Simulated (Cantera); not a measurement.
A freely propagating, adiabatic, planar premixed flame of H2 : O2 : N2 = 1 : 0.633 : 2.38 (molar parts), equivalence ratio 0.79, unburnt at 425 K and 0.444 atm; multicomponent transport, grid criteria slope 0.08 and curve 0.16, no radiation.

Cantera simulation using the H2/O2 subset of GRI-Mech 3.0, which has no nitrogen chemistry; the numbers are that mechanism's predictions, not measurements. Burning velocities carry a grid error of a few per cent, more on coarse grids.

x: mole fraction of selected species; z is measured from the peak of heat release.

```csv
z (mm),T (K),u (m/s),x H2,x O2,x H2O2,x O,x H2O,x HO2
-3.32,425,3.03,0.249,0.158,<1e-8,<1e-8,<1e-8,<1e-8
-2.21,425,3.03,0.249,0.158,<1e-8,<1e-8,<1e-8,<1e-8
-1.66,425,3.03,0.249,0.158,<1e-8,<1e-8,<1e-8,<1e-8
-1.11,425,3.03,0.249,0.158,<1e-8,<1e-8,1.16e-7,4.26e-8
-0.553,435,3.08,0.244,0.159,4.87e-6,1.68e-6,0.000333,1.00e-4
-0.276,…,4.53,…,0.155,…,…,…,…
0,1092,7.29,0.119,0.121,3.86e-6,0.00411,0.0965,5.88e-5
0.276,1399,9.23,0.0443,0.0698,2.80e-6,0.0114,0.186,2.80e-5
0.553,1550,10.2,0.0279,0.0542,1.71e-6,0.0130,0.212,1.86e-5
1.11,1705,11.1,0.0244,0.0488,8.49e-7,0.0117,0.224,1.33e-5
2.21,1855,11.9,…,0.0453,…,…,0.236,…
4.42,1991,12.7,0.0160,0.0422,2.51e-7,0.00625,0.248,6.13e-6
8.85,2099,13.3,0.0106,0.0400,1.68e-7,0.00380,0.260,3.92e-6
```

**Question.** Fill in the missing entries.

**Answer.** 
- -0.276, T (K): 655
- -0.276, x H2: 0.210
- -0.276, x H2O2: 3.48e-5
- -0.276, x O: 0.000150
- -0.276, x H2O: 0.0185
- -0.276, x HO2: 0.000161
- 2.21, x H2: 0.0210
- 2.21, x H2O2: 4.36e-7
- 2.21, x O: 0.00908
- 2.21, x HO2: 9.33e-6
